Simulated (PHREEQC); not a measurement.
A solution holds 7.4 mmol/kgw H2SO4, 5 mmol/kgw NiCl2 and 5.6 mmol/kgw MnSO4, at 40 °C. Closed to the air; pH follows from the charge balance.

All values are PHREEQC results (ion-association model, wateq4f.dat), not measurements.

Each row changes one thing in this solution. Precipitation was switched off in this run.

```
case                                               pH  ionic strength (mol/kgw)  SO4-2 (mol/kgw)  HSO4- (mol/kgw)
-----------------------------------------------  ----  ------------------------  ---------------  ---------------
as made                                          2.05                    0.0404          0.00610          0.00436
H2SO4 replaced by Na2SO4 at the same molality    6.15                       [?]          0.00934          5.11e-7
NiCl2 replaced by Ni(NO3)2 at the same molality  2.05                    0.0406          0.00608          0.00435
MnSO4 replaced by ZnSO4 at the same molality     2.04                    0.0400          0.00596              [?]
diluted 10-fold with water                       2.90                   0.00520          0.00104         0.000141
H2SO4 left out                                   6.04                    0.0293          0.00366          2.81e-7
NiCl2 replaced by FeCl2 at the same molality     2.05                    0.0400              [?]          0.00429
```

What belongs in the gaps?


- H2SO4 replaced by Na2SO4 at the same molality, ionic strength (mol/kgw): 0.0454
- MnSO4 replaced by ZnSO4 at the same molality, HSO4- (mol/kgw): 0.00430
- NiCl2 replaced by FeCl2 at the same molality, SO4-2 (mol/kgw): 0.00601

In wateq4f.dat the enthalpy of Ni(OH)2 has the wrong sign, so its saturation index can't be trusted away from 25 °C. Constants without temperature data keep their 25 °C values here.
